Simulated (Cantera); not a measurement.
A closed system holds: 1 mol Si3N4, a varied amount of O2, 1.6 mol H2, held at 1.40 Pa.

Method: chemical equilibrium by Gibbs-energy minimisation in Cantera with the NASA 1993 tables (ideal gas, pure condensed phases). Candidate condensed phases: H2O, Si, SiO2, Si2N2O, Si3N4; 35 gas species. Mutual solubility and eutectic melting of coexisting phases are not modelled. Equilibrium is a limit: real reactors are often held back by kinetics, nucleation or transport.

Task: What condenses at these points (T in K, n(O2) in mol): (1448, 0.36); (1948, 0.53); (1548, 0.36); (1348, 0.53); (1648, 0.32); (1848, 0.32); (1348, 0.15); (1148, 0.19)?

Result: 
```csv
T (K),n(O2) in mol,condensed phases,Si condensed (%)
1448,0.36,Si + Si2N2O,95.4
1948,0.53,gas only,0.0
1548,0.36,Si,75.7
1348,0.53,Si2N2O + Si3N4,99.9
1648,0.32,Si,75.9
1848,0.32,gas only,0.0
1348,0.15,Si + Si2N2O + Si3N4,99.9
1148,0.19,Si2N2O + Si3N4,100.0
```
